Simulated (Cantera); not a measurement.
A closed system holds: 1 mol FeS, 2.1 mol SO2, 0.68 mol H2O, 0.52 mol SO3, held at 1 atm.

These are equilibrium values from Cantera (NASA tables, ideal gas, pure condensed phases), not measurements of a reactor. Candidate condensed phases: Fe, FeO, Fe(OH)2, Fe(OH)3, FeS, FeSO4, FeS2, Fe2O3, Fe2(SO4)3, Fe3O4, H2O, H2SO4, S; 22 gas species. The tables' stoichiometric FeO is somewhat more stable than real wüstite, so its field is too wide. FeO: taken at fixed stoichiometry. Kinetics and transport are ignored.

**Question.** At 1848 K, list the 4 most abundant gas species with their mole fractions, and the condensed phases.

**Answer.** SO2 0.636, H2O 0.160, S2 0.144, SO 0.0262. Condensed: FeO(l).
